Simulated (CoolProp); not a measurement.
A simple Rankine cycle with n-perfluorohexane: condensing at 315.15 K, boiler at 1.42 MPa, turbine inlet 449 K, turbine efficiency 0.6, pump efficiency 0.7, no recuperator. Each further row changes one setting.

The numbers come from the reference Helmholtz-energy equation of state, Gao 2022 in CoolProp.

```json
[
 {"case": "as stated", "thermal efficiency (%)": "8.3", "net work (kJ/kg)": "16.3", "heat in (kJ/kg)": "196", "turbine exit temperature (K)": "414.5", "volume ratio over the turbine": "36.1"},
 {"case": "condensing temperature 307.15 K", "thermal efficiency (%)": "8.9", "net work (kJ/kg)": "18.1", "heat in (kJ/kg)": "204", "turbine exit temperature (K)": "412.5", "volume ratio over the turbine": "49.4"},
 {"case": "boiler pressure 0.994 MPa", "thermal efficiency (%)": "7.7", "net work (kJ/kg)": "15.6", "heat in (kJ/kg)": "203", "turbine exit temperature (K)": "423.0", "volume ratio over the turbine": "20.6"},
 {"case": "turbine efficiency 0.5", "thermal efficiency (%)": "6.8", "net work (kJ/kg)": "13.4", "heat in (kJ/kg)": "196", "turbine exit temperature (K)": "417.5", "volume ratio over the turbine": "36.4"}
]
```
